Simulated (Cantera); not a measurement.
**Ignition delay**

Mixture: 8.98 % CH4, 19.1 % O2, 71.9 % N2, equivalence ratio 0.94, at 11.8 atm, adiabatic and at constant pressure. Ignition delay is the time to a rise of 400 K.

Cantera simulation using GRI-Mech 3.0 (53 species, 325 reactions); the numbers are that mechanism's predictions, not measurements. The pressure lies above the range GRI-Mech 3.0 was tuned for (to about 10 atm).

```csv
T0 (K),delay (ms)
1200,3.75
1275,1.56
1350,0.687
1425,0.319
1500,0.156
1575,0.0791
1650,0.0421
1725,0.0234
1800,0.0137
```

- apparent activation energy between 1650 and 1800 K: 180 kJ/mol
